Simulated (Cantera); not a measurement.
What does this Cantera script print?

```python
import numpy as np
import cantera as ct

gas_names = [...]  # 116 gases of nasa_gas.yaml made of C, H, Mg, O
cond_names = """
    C(gr) C6H6(L) C7H8(L) C8H18(L),n-octa H2O(s) H2O(L) Mg(cr) Mg(L) MgCO3(s) MgO(s) MgO(L) MgO2H2(s)
""".split()


# ... load() reads the species with a 1 bar reference pressure and builds the phases ...
atoms = {
    'Mg(OH)2': {'Mg': 1, 'O': 2, 'H': 2},
    'H2': {'H': 2},
    'CO2': {'C': 1, 'O': 2},
}
top_T = {'C(gr)': 4500}  # K; cautious upper limits of use, not melting points


# ... equilibrate(T, P, feed) seeds the gas with the atoms and calls Mixture.equilibrate('TP', solver="vcs", rtol=1e-11, max_steps=5000) ...
results = []
feed = {'Mg(OH)2': 1, 'H2': 0.15, 'CO2': 2.7}  # mol
P = 1333.22  # Pa
for T in [798, 898, 998, 1098, 1198, 1298, 1398, 1498, 1598, 1698, 1798, 1898, 1998, 2098]:
    mix = equilibrate(T, P, feed)
    results.append((T, P, feed, dict(zip(mix.species_names, mix.species_moles))))
    x = sorted(zip(gas.X, gas.species_names), reverse=True)
    print(f"T = {T:g} K  P = {P:g} Pa  gas = {mix.phase_moles(0):.4g} mol")
    print("   x: " + "  ".join(f"{s} {v:.3e}" for v, s in x if v > 0.001))
    print("   condensed (mol): " + ("  ".join(f"{mix.phase(i).name} {mix.phase_moles(i):.4g}"
          for i in range(1, mix.n_phases) if mix.phase_moles(i) > 1e-12) or "none"))
```

Output:

```
T = 798 K  P = 1333.22 Pa  gas = 3.85 mol
   x: CO2 6.869e-01  H2O 2.741e-01  H2 2.457e-02  CO 1.439e-02
   condensed (mol): MgO(s) 1
T = 898 K  P = 1333.22 Pa  gas = 3.85 mol
   x: CO2 6.814e-01  H2O 2.797e-01  CO 1.994e-02  H2 1.902e-02
   condensed (mol): MgO(s) 1
T = 998 K  P = 1333.22 Pa  gas = 3.85 mol
   x: CO2 6.771e-01  H2O 2.840e-01  CO 2.424e-02  H2 1.472e-02
   condensed (mol): MgO(s) 1
T = 1098 K  P = 1333.22 Pa  gas = 3.85 mol
   x: CO2 6.739e-01  H2O 2.871e-01  CO 2.738e-02  H2 1.159e-02
   condensed (mol): MgO(s) 1
T = 1198 K  P = 1333.22 Pa  gas = 3.85 mol
   x: CO2 6.717e-01  H2O 2.894e-01  CO 2.962e-02  H2 9.344e-03
   condensed (mol): MgO(s) 1
T = 1298 K  P = 1333.22 Pa  gas = 3.85 mol
   x: CO2 6.701e-01  H2O 2.910e-01  CO 3.123e-02  H2 7.729e-03
   condensed (mol): MgO(s) 1
T = 1398 K  P = 1333.22 Pa  gas = 3.85 mol
   x: CO2 6.689e-01  H2O 2.922e-01  CO 3.241e-02  H2 6.547e-03
   condensed (mol): MgO(s) 1
T = 1498 K  P = 1333.22 Pa  gas = 3.85 mol
   x: CO2 6.680e-01  H2O 2.930e-01  CO 3.330e-02  H2 5.664e-03
   condensed (mol): MgO(s) 1
T = 1598 K  P = 1333.22 Pa  gas = 3.85 mol
   x: CO2 6.672e-01  H2O 2.936e-01  CO 3.401e-02  H2 4.994e-03
   condensed (mol): MgO(s) 1
T = 1698 K  P = 1333.22 Pa  gas = 3.851 mol
   x: CO2 6.663e-01  H2O 2.939e-01  CO 3.480e-02  H2 4.502e-03
   condensed (mol): MgO(s) 1
T = 1798 K  P = 1333.22 Pa  gas = 3.856 mol
   x: CO2 6.632e-01  H2O 2.934e-01  CO 3.696e-02  H2 4.288e-03
   condensed (mol): MgO(s) 1
T = 1898 K  P = 1333.22 Pa  gas = 3.874 mol
   x: CO2 6.524e-01  H2O 2.907e-01  CO 4.447e-02  H2 4.715e-03  O2 4.677e-03  OH 2.345e-03
   condensed (mol): MgO(s) 1
T = 1998 K  P = 1333.22 Pa  gas = 3.917 mol
   x: CO2 6.280e-01  H2O 2.845e-01  CO 6.139e-02  O2 1.328e-02  H2 6.076e-03  OH 5.044e-03  H 1.083e-03
   condensed (mol): MgO(s) 0.9998
T = 2098 K  P = 1333.22 Pa  gas = 3.991 mol
   x: CO2 5.876e-01  H2O 2.738e-01  CO 8.896e-02  O2 2.723e-02  OH 9.446e-03  H2 8.400e-03  H 2.443e-03  O 1.959e-03
   condensed (mol): MgO(s) 0.9992
```

These are equilibrium values from Cantera (NASA tables, ideal gas, pure condensed phases), not measurements of a reactor.
